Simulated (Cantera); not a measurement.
A perfectly stirred reactor is fed with CH4 : CO2 : H2 = 1 : 0.6 : 0.076 (molar parts), at 4650 Torr; it is held at 1750 K, and followed from long to short residence time.

Cantera simulation using GRI-Mech 3.0 (53 species, 325 reactions); the numbers are that mechanism's predictions, not measurements. GRI-Mech 3.0 stops at C3 and has no aromatics, soot or wall deposition, so with more carbon than oxygen in the feed, carbon stays in small species such as C2H2 where larger ones or solid carbon would form.

Task: What does this change do: pressure from 4650 Torr to 100.0 Torr?

Result: 
| quantity | before | after |
|---|---|---|
| x(CH4) at τ = 0.340 s | 0.0552 | 0.0521 |
| x(CO2) at τ = 0.340 s | 0.0160 | 0.0395 |
| x(H2) at τ = 0.340 s | 0.454 | 0.407 |
| x(C2H2) at τ = 0.340 s | 0.0783 | 0.131 |
| x(OH) at τ = 0.340 s | 5.71e-7 | 6.29e-6 |
| x(CH4) at τ = 46.0 ms | 0.0863 | 0.156 |
| x(CO2) at τ = 46.0 ms | 0.0444 | 0.140 |
| x(H2) at τ = 46.0 ms | 0.365 | 0.335 |
| x(C2H2) at τ = 46.0 ms | 0.116 | 0.128 |
| x(OH) at τ = 46.0 ms | 1.19e-6 | 4.95e-6 |

Task: What does this change do: pressure from 4650 Torr to 150 Torr?

Result: 
```csv
quantity,before,after
x(CH4) at τ = 0.340 s,0.0552,0.0490
x(CO2) at τ = 0.340 s,0.0160,0.0349
x(H2) at τ = 0.340 s,0.454,0.415
x(C2H2) at τ = 0.340 s,0.0783,0.127
x(OH) at τ = 0.340 s,5.71e-7,5.11e-6
x(CH4) at τ = 46.0 ms,0.0863,0.141
x(CO2) at τ = 46.0 ms,0.0444,0.122
x(H2) at τ = 46.0 ms,0.365,0.337
x(C2H2) at τ = 46.0 ms,0.116,0.131
x(OH) at τ = 46.0 ms,1.19e-6,4.73e-6
```
